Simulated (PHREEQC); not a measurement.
A PHREEQC speciation (ion-association model, phreeqc.dat) at 25 °C gives pH 2.41 and these molalities:

| species | mol/kgw |
|---|---|
| Cd+2 | 0.0128 |
| SO4-2 | 0.0126 |
| CdSO4 | 0.00893 |
| H+ | 0.00460 |
| HSO4- | 0.00260 |
| Cd(SO4)2-2 | 0.00126 |

Task: What are the element totals, and what could have been dissolved in 1 kg of water to give them?

Result: One answer among several that fit: totals Cd 0.0230, S(6) 0.0266 mol/kgw, from 23 mmol/kgw CdSO4 and 3.6 mmol/kgw H2SO4.

Precipitation was switched off in this run.
